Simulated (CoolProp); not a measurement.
A simple Rankine cycle with water: condensing at 299.15 K, boiler at 0.333 MPa, turbine inlet 415.3 K, turbine efficiency 0.6, pump efficiency 0.6, no recuperator. Each further row changes one setting.

Values from CoolProp's reference Helmholtz-energy equation of state, Wagner 2002.

| case | thermal efficiency (%) | net work (kJ/kg) | heat in (kJ/kg) | turbine exit temperature (K) | volume ratio over the turbine |
|---|---|---|---|---|---|
| as stated | 15.0 | 393 | 2630 | 299.2 | 67.5 |
| turbine inlet 435.3 K | 15.0 | 401 | 2680 | 299.2 | 65.0 |
| condensing temperature 291.15 K | 16.0 | 425 | 2660 | 291.1 | 106 |
| boiler pressure 0.233 MPa | 13.9 | 366 | 2640 | 299.2 | 47.5 |
| turbine efficiency 0.5 | 12.5 | 328 | 2630 | 299.2 | 69.4 |

The expansion ends wet for: as stated; turbine inlet 435.3 K; condensing temperature 291.15 K; boiler pressure 0.233 MPa; turbine efficiency 0.5.
